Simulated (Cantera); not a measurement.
A closed system holds: 1 mol PbS, a varied amount of H₂, 5.2 mol N₂, at 10000 Pa.

Method: chemical equilibrium by Gibbs-energy minimisation in Cantera with the NASA 1993 tables (ideal gas, pure condensed phases). Candidate condensed phases: Pb, PbS, S; 18 gas species. Mutual solubility and eutectic melting of coexisting phases are not modelled. Rates play no part.

What condenses at these points (T in K, n(H₂) in mol): (1198, 14); (1098, 12); (898, 8.8); (1298, 2.3); (848, 8.8); (1348, 15)?


```tsv
T (K)	n(H₂) in mol	condensed phases	Pb condensed (%)
1198	14	Pb	30.8
1098	12	Pb + PbS	82.1
898	8.8	Pb + PbS	99.9
1298	2.3	gas only	0.0
848	8.8	Pb + PbS	100.0
1348	15	gas only	0.0
```
